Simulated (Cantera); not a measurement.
Mixture: 6.73 % CO, 3.43 % H₂, 1.41 % CH₄, 12.2 % O₂, 72.1 % N₂, 4.18 % CO₂, equivalence ratio 0.65, at 1.58 atm, adiabatic and at constant volume. Ignition delay is the time to a rise of 400 K.

Cantera simulation using GRI-Mech 3.0 (53 species, 325 reactions); the numbers are that mechanism's predictions, not measurements.

Task: At T0 = 1325 K, what is the delay, and which 6 reactions control it most (d ln τ / d ln k, from doubling and halving each rate constant)?

Result: The delay is 78.3 µs.
```json
[
 {"reaction": "H + O2 <=> O + OH", "d ln τ / d ln k": "-1.07", "faster rate": "shortens it"},
 {"reaction": "H2 + OH <=> H + H2O", "d ln τ / d ln k": "-0.33", "faster rate": "shortens it"},
 {"reaction": "CH4 + OH <=> CH3 + H2O", "d ln τ / d ln k": "0.31", "faster rate": "lengthens it"},
 {"reaction": "H2 + O <=> H + OH", "d ln τ / d ln k": "-0.31", "faster rate": "shortens it"},
 {"reaction": "CH4 + H <=> CH3 + H2", "d ln τ / d ln k": "0.31", "faster rate": "lengthens it"},
 {"reaction": "CO + OH <=> CO2 + H", "d ln τ / d ln k": "-0.10", "faster rate": "shortens it"}
]
```
